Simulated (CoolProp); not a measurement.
A closed Brayton cycle with carbon dioxide: compressor inlet 333.15 K and 8.8 MPa, high pressure 27.4 MPa, turbine inlet 915 K, compressor efficiency 0.89, turbine efficiency 0.85, recuperator effectiveness 0 (on enthalpy, no pinch check). Each further row changes one setting.

Values from CoolProp's reference Helmholtz-energy equation of state, Span 1996.

```csv
case,thermal efficiency (%),net work (kJ/kg),compressor to turbine work,compressor exit (K),turbine exit (K)
as stated,14.8,94.8,0.39,430.1,778.5
turbine inlet 865 K,14.8,85.3,0.42,430.1,?
compressor inlet 343.15 K,14.4,?,0.44,446.1,778.5
high pressure 23.3 MPa,?,?,?,415.9,?
recuperator effectiveness 0.5,?,94.8,0.39,430.1,778.5
```

Some entries are withheld; supply them.


- turbine inlet 865 K, turbine exit (K): 733.1
- compressor inlet 343.15 K, net work (kJ/kg): 88.3
- high pressure 23.3 MPa, thermal efficiency (%): 13.0
- high pressure 23.3 MPa, net work (kJ/kg): 84.7
- high pressure 23.3 MPa, compressor to turbine work: 0.37
- high pressure 23.3 MPa, turbine exit (K): 797.3
- recuperator effectiveness 0.5, thermal efficiency (%): 21.7
